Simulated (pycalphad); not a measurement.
## Phase fractions of Al-0.5914Si-0.9518Mg-0.784Fe (wt.%)

Computed with pycalphad from the COST 507 light-alloy database (1999), at 1 atm. The data set is of 1999 and partly superseded. Not assessed as a whole: an extrapolation from subsystems, which can miss ternary compounds. Amounts are mole fractions of atoms. Diffusion is slow at the low end, where real alloys seldom reach equilibrium.

```json
[
 {"T (°C)": "677", "liquid": "1.000", "fcc": "-", "AL13FE4": "-", "ALFESI_ALPHA": "-", "ALFESI_BETA": "-", "MG2SI": "-"},
 {"T (°C)": "627", "liquid": "0.126", "fcc": "0.861", "AL13FE4": "0.012", "ALFESI_ALPHA": "-", "ALFESI_BETA": "-", "MG2SI": "-"},
 {"T (°C)": "577", "liquid": "-", "fcc": "0.980", "AL13FE4": "-", "ALFESI_ALPHA": "0.020", "ALFESI_BETA": "-", "MG2SI": "-"},
 {"T (°C)": "527", "liquid": "-", "fcc": "0.977", "AL13FE4": "-", "ALFESI_ALPHA": "0.014", "ALFESI_BETA": "0.007", "MG2SI": "0.001"},
 {"T (°C)": "477", "liquid": "-", "fcc": "0.974", "AL13FE4": "-", "ALFESI_ALPHA": "0.020", "ALFESI_BETA": "-", "MG2SI": "0.007"},
 {"T (°C)": "427", "liquid": "-", "fcc": "0.970", "AL13FE4": "-", "ALFESI_ALPHA": "0.020", "ALFESI_BETA": "-", "MG2SI": "0.010"},
 {"T (°C)": "377", "liquid": "-", "fcc": "0.968", "AL13FE4": "-", "ALFESI_ALPHA": "0.020", "ALFESI_BETA": "-", "MG2SI": "0.012"},
 {"T (°C)": "327", "liquid": "-", "fcc": "0.967", "AL13FE4": "___", "ALFESI_ALPHA": "___", "ALFESI_BETA": "-", "MG2SI": "___"},
 {"T (°C)": "277", "liquid": "-", "fcc": "0.967", "AL13FE4": "___", "ALFESI_ALPHA": "___", "ALFESI_BETA": "-", "MG2SI": "0.015"},
 {"T (°C)": "227", "liquid": "-", "fcc": "0.967", "AL13FE4": "0.010", "ALFESI_ALPHA": "0.008", "ALFESI_BETA": "-", "MG2SI": "0.015"},
 {"T (°C)": "177", "liquid": "-", "fcc": "0.967", "AL13FE4": "0.011", "ALFESI_ALPHA": "0.006", "ALFESI_BETA": "-", "MG2SI": "0.016"},
 {"T (°C)": "127", "liquid": "-", "fcc": "0.967", "AL13FE4": "0.012", "ALFESI_ALPHA": "0.006", "ALFESI_BETA": "-", "MG2SI": "0.016"},
 {"T (°C)": "77", "liquid": "-", "fcc": "0.967", "AL13FE4": "0.012", "ALFESI_ALPHA": "0.005", "ALFESI_BETA": "-", "MG2SI": "0.016"}
]
```

Problem. Fill in the missing entries.

Solution. 
- 327, AL13FE4: 0.003
- 327, ALFESI_ALPHA: 0.016
- 327, MG2SI: 0.013
- 277, AL13FE4: 0.008
- 277, ALFESI_ALPHA: 0.011

Database names, with the compositions (at.%) that they take in these runs: AL13FE4: Al 76 Fe 24; ALFESI_ALPHA: Al 72-74 Fe 19 Si 7-9; ALFESI_BETA: Al 70 Si 15 Fe 15; MG2SI: Mg 67 Si 33.
